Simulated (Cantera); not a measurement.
HMDSO + NO + H2 (silicon oxide and oxynitride deposition)

Feed: 1 mol HMDSO, 1.7 mol NO, 1.5 mol H2, at 47.0 Pa.

Cantera equilibrium calculation (NASA polynomials, part measured and part estimated; ideal gas, pure solids and liquids). Candidate condensed phases: C, C6H6, C7H8, C8H18, H2O, Si, SiC, SiO2, Si2N2O, Si3N4; 151 gas species. The feed counts by its element totals alone. Mutual solubility and eutectic melting of coexisting phases are not modelled. The tables hold silica as quartz up to 1696 K and as liquid above; real silica turns to tridymite and cristobalite and melts near 1996 K. Kinetics and transport are ignored.

```
T (K)   x H2      x CO     x CH4     x N2       x H  n C(graphite)  n SiO2(α-quartz)  n Si2N2O(s)  n SiO2(β-quartz)  n SiC(s)
-----  -----  --------  --------  -------  --------  -------------  ----------------  -----------  ----------------  --------
548    0.815  3.86e-10     0.141   0.0436    <1e-12           4.65              1.13        0.433                 0         0
648    0.950   1.70e-7    0.0116   0.0386    <1e-12           5.88              1.13        0.433                 0         0
748    0.960   1.49e-5   0.00144   0.0382  1.30e-11           5.98              1.13        0.433                 0         0
848    0.961  0.000451  0.000278   0.0380  8.61e-10           5.99                 0        0.435              1.13         0
948    0.958   0.00638   7.40e-5   0.0359   2.37e-8           5.93                 0        0.457              1.09         0
1048   0.932    0.0464   2.38e-5   0.0215   3.44e-7           5.48                 0        0.607             0.785         0
1148   0.896     0.103   8.97e-6  0.00116   3.13e-6           4.79                 0        0.836             0.327         0
1248   0.848     0.151   3.76e-6  0.00155   1.98e-5           3.79                 0        0.831                 0     0.338
1348   0.747     0.192   1.53e-6   0.0605   9.23e-5           1.30                 0            0                 0      2.00
1448   0.747     0.192   8.75e-7   0.0604  0.000367           1.31                 0            0                 0      2.00
1548   0.746     0.192   5.37e-7   0.0603   0.00123           1.31                 0            0                 0      1.99
1648   0.744     0.191   3.48e-7   0.0601   0.00354           1.31                 0            0                 0      1.99
1748   0.739     0.190   2.36e-7   0.0597   0.00906           1.31                 0            0                 0      1.99
1848   0.728     0.189   1.64e-7   0.0590    0.0209           1.31                 0            0                 0      1.98
```
x: gas mole fraction; n: condensed amount in mol.

From 548 K to 748 K the condensed part is C(graphite) + SiO2(α-quartz) + Si2N2O(s). From 848 K to 1148 K the condensed part is C(graphite) + SiO2(β-quartz) + Si2N2O(s). At 1248 K the condensed part is C(graphite) + SiC(s) + Si2N2O(s). From 1348 K to 1848 K the condensed part is C(graphite) + SiC(s).
